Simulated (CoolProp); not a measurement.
Saturation properties of chlorine.

The numbers come from the reference Helmholtz-energy equation of state, Thol 2021 in CoolProp.

```
T (K)   p (MPa)  liquid density (kg/m³)  vapour density (kg/m³)
-----  --------  ----------------------  ----------------------
193.7  0.007939                    1687                  0.3509
207.7   0.01990                    1649                  0.8236
221.8   0.04399                    1611                   1.716
235.9   0.08743                    1573                   3.238
249.9    0.1587                    1534                   5.621
264      0.2696                    1494                   9.190
278      0.4303                    1454                   14.23
292.1    0.6560                    1411                   21.18
306.2    0.9592                    1367                   30.47
320.2     1.350                    1321                   42.57
334.3     1.849                    1272                   58.34
348.3     2.461                    1219                   78.52
362.4     3.210                    1160                   104.9
376.5     4.104                    1092                   139.8
390.5     5.152                    1012                   188.0
```

It boils at 239.2 K under 1 atm.
